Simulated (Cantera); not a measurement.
A perfectly stirred reactor is fed with NO : N2 = 1 : 0.14 (molar parts), at 170000 Pa; it is held at 1600 K, and followed from long to short residence time.

Cantera simulation using GRI-Mech 3.0 (53 species, 325 reactions); the numbers are that mechanism's predictions, not measurements.

Question: Predict: x(NO) at τ = 16.0 s; x(N2O) at τ = 16.0 s; x(NO2) at τ = 16.0 s; x(O2) at τ = 16.0 s; x(N2) at τ = 16.0 s; x(NO) at τ = 0.180 s; x(N2O) at τ = 0.180 s; x(NO2) at τ = 0.180 s; x(O2) at τ = 0.180 s; x(N2) at τ = 0.180 s.

Answer: 
```json
{
 "x(NO) at τ = 16.0 s": "0.478",
 "x(N2O) at τ = 16.0 s": "8.45e-5",
 "x(NO2) at τ = 16.0 s": "0.00244",
 "x(O2) at τ = 16.0 s": "0.197",
 "x(N2) at τ = 16.0 s": "0.322",
 "x(NO) at τ = 0.180 s": "0.863",
 "x(N2O) at τ = 0.180 s": "0.000270",
 "x(NO2) at τ = 0.180 s": "0.00105",
 "x(O2) at τ = 0.180 s": "0.00638",
 "x(N2) at τ = 0.180 s": "0.130"
}
```
